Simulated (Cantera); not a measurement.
A closed system holds: 1 mol Cr, 0.81 mol N2O, held at 577 °C and 133 Pa.

Equilibrium computed with Cantera from the NASA thermochemical tables; the gas is ideal and each condensed phase is pure. Rates play no part.

```
species        before  after
-------------  ------  -----
N2               1.00  1.000
CrN(s), mol     0.460      0
Cr2O3(s), mol   0.270  0.270
Cr(s), mol          0  0.460
```
Gas species are given as mole fractions.

### Question
What was changed between the two runs?
A) temperature from 577 °C to 1027 °C
B) N2O from 0.81 to 2.5 mol
C) N2O from 0.81 to 11 mol
D) temperature from 577 °C to 1902 °C

### Answer
A, temperature from 577 °C to 1027 °C. Mutual solubility and eutectic melting of coexisting phases are not modelled
